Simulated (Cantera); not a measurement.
Input (Python, Cantera) and output of one run.

```python
import numpy as np
import cantera as ct

gas_names = """
    F F2 N NF NF2 NF3 N2 Si SiF SiF2 SiF3 SiF4 SiN Si2 Si2N Si3
""".split()
cond_names = """
    Si(cr) Si(L) Si3N4(a)
""".split()


# ... load() reads the species with a 1 bar reference pressure and builds the phases ...
atoms = {
    'Si': {'Si': 1},
    'NF3': {'N': 1, 'F': 3},
}
top_T = {'Si3N4(a)': 2400}  # K; cautious upper limits of use, not melting points


# ... equilibrate(T, P, feed) seeds the gas with the atoms and calls Mixture.equilibrate('TP', solver="vcs", rtol=1e-11, max_steps=5000) ...
results = []
feed = {'Si': 1, 'NF3': 2}  # mol
T = 1475  # K
P = 10000  # Pa
mix = equilibrate(T, P, feed)
results.append((T, P, feed, dict(zip(mix.species_names, mix.species_moles))))
x = sorted(zip(gas.X, gas.species_names), reverse=True)
print(f"T = {T:g} K  P = {P:g} Pa  gas = {mix.phase_moles(0):.4g} mol")
print("   x: " + "  ".join(f"{s} {v:.3e}" for v, s in x if v > 0.0001))
print("   condensed (mol): " + ("  ".join(f"{mix.phase(i).name} {mix.phase_moles(i):.4g}"
      for i in range(1, mix.n_phases) if mix.phase_moles(i) > 1e-12) or "none"))
```

It prints:

```
T = 1475 K  P = 10000 Pa  gas = 3.984 mol
   x: F 4.938e-01  SiF4 2.510e-01  N2 2.510e-01  F2 4.117e-03
   condensed (mol): none
```

These are equilibrium values from Cantera (NASA tables, ideal gas, pure condensed phases), not measurements of a reactor.
